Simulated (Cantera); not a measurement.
Equilibrium for halide evaporation, hydrolysis and transport: FeCl2 + HCl + N2

Input: 1 mol FeCl2, 1.1 mol HCl, 0.78 mol N2, at 0.0133 bar.

Equilibrium computed with Cantera from the NASA thermochemical tables; the gas is ideal and each condensed phase is pure. Candidate condensed phases: Fe, FeCl2, FeCl3, NH4Cl; 18 gas species. The numbers say what is thermodynamically allowed, not how fast it happens.

From 1248 K to 2048 K nothing is condensed. The main Fe-bearing gas is FeCl2 throughout.

| T (K) | log p HCl | log p FeCl2 | log p N2 | log p Cl | log p H2 | log p H |
|---|---|---|---|---|---|---|
| 1248 | -2.29 | -2.34 | -2.44 | -6.07 | -5.25 | -8.96 |
| 1348 | -2.29 | -2.34 | -2.44 | -5.41 | -5.20 | -8.23 |
| 1448 | -2.29 | -2.34 | -2.44 | -4.91 | -5.02 | -7.55 |
| 1548 | -2.30 | -2.34 | -2.44 | -4.52 | -4.76 | -6.89 |
| 1648 | -2.30 | -2.34 | -2.44 | -4.21 | -4.49 | -6.30 |
| 1748 | -2.31 | -2.34 | -2.44 | -3.94 | -4.24 | -5.76 |
| 1848 | -2.31 | -2.34 | -2.45 | -3.70 | -4.01 | -5.28 |
| 1948 | -2.33 | -2.34 | -2.45 | -3.49 | -3.82 | -4.86 |
| 2048 | -2.35 | -2.35 | -2.45 | -3.29 | -3.67 | -4.48 |
log p: log10 of the partial pressure in bar; nothing condenses.
